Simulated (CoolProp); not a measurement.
Vapour-liquid equilibrium of carbon dioxide (1) + R227EA (2) at -36.95 °C; x and y are mole fractions of (1).

Computed with CoolProp (multi-fluid Helmholtz-energy mixture model, Span 1996 and Lemmon 2016; pair parameters Bell 2016).

Q: Give the bubble pressure and the first vapour's composition at x = 0.35, 0.55, 0.95. Is there an azeotrope?

A: x = 0.35: 3.976 bar, y = 0.928; x = 0.55: 6.029 bar, y = 0.963; x = 0.95: 10.59 bar, y = 0.997. No azeotrope shows between x = 0.05 and 0.95.

Pair parameters are fitted to limited data, so mixtures are less certain than the pure fluids.
